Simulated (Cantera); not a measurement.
## Gas activation for diamond growth

A perfectly stirred reactor is fed with CH₄ : H₂ : H = 0.042 : 1 : 0.1 (molar parts), at 0.260 bar; it is held at 2323 K, and followed from long to short residence time.

Model: GRI-Mech 3.0 (53 species, 325 reactions), integrated in Cantera. GRI-Mech 3.0 stops at C3 and has no aromatics, soot or wall deposition, so with more carbon than oxygen in the feed, carbon stays in small species such as C2H2 where larger ones or solid carbon would form.

| τ (s) | x CH₄ | x H₂ | x H | x C₂H₂ | x CH₃ | x C₂H₄ |
|---|---|---|---|---|---|---|
| 0.96 | 0.000211 | 0.960 | 0.0211 | 0.0182 | 8.62e-5 | 6.49e-6 |
| 0.29 | 0.000353 | 0.960 | 0.0212 | 0.0181 | 0.000145 | 6.53e-6 |
| 0.087 | 0.000618 | 0.960 | 0.0214 | 0.0179 | 0.000256 | 6.76e-6 |
| 0.026 | 0.00109 | 0.959 | 0.0219 | 0.0175 | 0.000460 | 7.60e-6 |
| 0.0078 | 0.00187 | 0.958 | 0.0228 | 0.0170 | 0.000823 | 1.04e-5 |
| 0.0023 | 0.00309 | 0.955 | 0.0245 | 0.0160 | 0.00146 | 1.87e-5 |
| 0.00070 | 0.00471 | 0.950 | 0.0276 | 0.0146 | 0.00249 | 3.91e-5 |
| 0.00021 | 0.00672 | 0.944 | 0.0325 | 0.0127 | 0.00416 | 8.34e-5 |
x: mole fraction; the columns are a selection and need not sum to one.
